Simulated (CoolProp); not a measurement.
Aqueous propylene glycol as a coolant, 12 % by mass, freezing at -3.6 °C, 1 atm.

Model: Melinder's fits for secondary coolants, in CoolProp.

```csv
T (°C),viscosity (mPa s),Prandtl number,conductivity (W/(m K)),cp (kJ/(kg K))
0.8,2.90,23.1,0.508,4.034
8.3,2.21,17.3,0.518,4.042
15.8,1.74,13.3,0.528,4.051
23.3,1.40,10.6,0.537,4.061
30.8,1.15,8.58,0.546,4.072
38.3,0.969,7.13,0.555,4.083
```
